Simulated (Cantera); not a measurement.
A perfectly stirred reactor is fed with 2.22 % C2H6, 97.8 % N2, at 1330 Pa; it is held at 1625 K, and followed from long to short residence time.

Computed with Cantera and GRI-Mech 3.0 (53 species, 325 reactions). GRI-Mech 3.0 stops at C3 and has no aromatics, soot or wall deposition, so with more carbon than oxygen in the feed, carbon stays in small species such as C2H2 where larger ones or solid carbon would form. Radical loss at walls, strong at low pressure, is not modelled.

### Question
Predict: x(C2H6) at τ = 7.30 s; x(CH4) at τ = 7.30 s; x(CH3) at τ = 7.30 s; x(C2H) at τ = 7.30 s; x(HCN) at τ = 7.30 s; x(C2H6) at τ = 37.0 ms; x(CH4) at τ = 37.0 ms; x(CH3) at τ = 37.0 ms; x(C2H) at τ = 37.0 ms; x(HCN) at τ = 37.0 ms.

### Answer
| Item | Result |
|---|---|
| x(C2H6) at τ = 7.30 s | 4.46e-6 |
| x(CH4) at τ = 7.30 s | 0.000956 |
| x(CH3) at τ = 7.30 s | 0.000140 |
| x(C2H) at τ = 7.30 s | 5.70e-7 |
| x(HCN) at τ = 7.30 s | 0.000147 |
| x(C2H6) at τ = 37.0 ms | 0.000639 |
| x(CH4) at τ = 37.0 ms | 0.00503 |
| x(CH3) at τ = 37.0 ms | 0.00176 |
| x(C2H) at τ = 37.0 ms | 8.71e-7 |
| x(HCN) at τ = 37.0 ms | 1.39e-5 |
